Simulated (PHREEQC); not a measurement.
0.03 g of hydrous ferric oxide (600 m²/g; 0.2 weak and 0.005 strong sites per Fe, Dzombak-Morel constants, diffuse double layer) in 1 kg of water with 0.005 mol/kgw of an inert sodium salt and 0.00012 mmol/kgw MgCl2, at 25 °C; the pH is set by adding NaOH or the inert anion's acid. Oxygen alone is held at its pressure in air (log pO2 = -0.68). CO2 from the air is kept out. Nothing may precipitate in this run.

Model: ion-association model, wateq4f.dat, run in PHREEQC.

```
pH    Mg sorbed (%)  surface charge σ (C/m²)  surface potential ψ (mV)
----  -------------  -----------------------  ------------------------
3               0.0                    0.302                       215
3.5             0.0                    0.242                       207
4               0.0                    0.182                       194
4.5             0.0                    0.131                       177
5               0.0                    0.090                       158
5.5             0.0                    0.059                       137
6               0.0                    0.038                       114
6.5             0.0                    0.023                       ___
7               0.1                    0.013                        62
7.5             0.8                    0.006                        34
8               7.1                    0.001                         6
8.5             ___                   -0.004                       -22
9              87.0                   -0.009                       -50
9.5             ___                   -0.018                       -77
10             99.8                   -0.030                      -103
10.5          100.0                      ___                      -126
11            100.0                   -0.081                      -148
```

Task: Fill in the missing entries.

Result: 
- 6.5, surface potential ψ (mV): 89
- 8.5, Mg sorbed (%): 41.8
- 9.5, Mg sorbed (%): 98.4
- 10.5, surface charge σ (C/m²): -0.050

The oxide is taken as insoluble; below pH 4 it would dissolve.
